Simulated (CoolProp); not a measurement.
Fluorine along the isobar 3680 kPa: fugacity coefficient from the reference equation and from simpler models built on Tc = 144.4 K, pc = 5240 kPa, ω = 0.045; each cubic takes its own stable root.

Values from CoolProp's reference Helmholtz-energy equation of state, de Reuck 1990.

| T (K) | phase | reference | van der Waals | Redlich-Kwong | Soave-Redlich-Kwong | Peng-Robinson |
|---|---|---|---|---|---|---|
| 107.6 | liquid | 0.1988 | 0.3618 | 0.2015 | 0.2031 | 0.1991 |
| 126.8 | liquid | 0.5190 | 0.6494 | 0.5312 | (withheld) | (withheld) |
| 146.1 | gas | 0.7804 | 0.7982 | 0.7762 | 0.7764 | (withheld) |
| 165.3 | gas | 0.8522 | 0.8528 | 0.8457 | 0.8480 | 0.8291 |
| 184.6 | gas | 0.8967 | 0.8896 | 0.8901 | 0.8943 | 0.8766 |
| 203.8 | gas | 0.9260 | 0.9154 | 0.9200 | 0.9256 | 0.9092 |
| 223 | gas | 0.9461 | 0.9343 | 0.9409 | 0.9476 | 0.9325 |
| 242.3 | gas | 0.9606 | (withheld) | 0.9561 | 0.9635 | 0.9497 |
| 261.5 | gas | (withheld) | 0.9594 | 0.9673 | 0.9752 | 0.9625 |
| 280.8 | gas | 0.9793 | 0.9679 | 0.9757 | 0.9839 | 0.9723 |
| 300 | gas | 0.9855 | 0.9745 | 0.9822 | 0.9904 | 0.9798 |

Question: Complete the blanks.

Answer: 
- 126.8, Soave-Redlich-Kwong: 0.5268
- 126.8, Peng-Robinson: 0.5119
- 146.1, Peng-Robinson: 0.7569
- 242.3, van der Waals: 0.9485
- 261.5, reference: 0.9712
